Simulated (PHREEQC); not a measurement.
Make-up at 20 °C: 0.0084 mol/kgw ZnSO4 and 0.0016 mol/kgw KCl. It is in equilibrium with CO2 at log p = -2 (atm). Otherwise closed; pH follows from the charge balance.

Computed with PHREEQC (ion-association model, phreeqc.dat).

This is a speciation only: nothing precipitates in the calculation.

### Question
Order these S species by the share of S that they hold, largest first: ZnSO4, KSO4-, Zn(SO4)2-2, SO4-2.

### Answer
SO4-2 (69 %), ZnSO4 (28 %), Zn(SO4)2-2 (2.8 %), KSO4- (0.38 %)

The pH is 4.87 and the ionic strength 0.0252 mol/kgw. Complexes and solids missing from the database can't appear.
